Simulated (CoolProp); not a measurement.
Vapour-liquid equilibrium of 1-butene (1) + n-butane (2) at 0.39 bar; x and y are mole fractions of (1).

Values from CoolProp's multi-fluid Helmholtz-energy mixture model, Lemmon 2005 and Bücker 2006; pair parameters Bell 2016.

### Question
Give the bubble temperature and the first vapour's composition at x = 0.275, 0.5, 0.725. Is there an azeotrope?

### Answer
x = 0.275: -25.0 °C, y = 0.331; x = 0.5: -26.3 °C, y = 0.564; x = 0.725: -27.4 °C, y = 0.768. No azeotrope shows between x = 0.05 and 0.95.

The pair parameters rest on a limited set of measurements; away from them the model extrapolates.
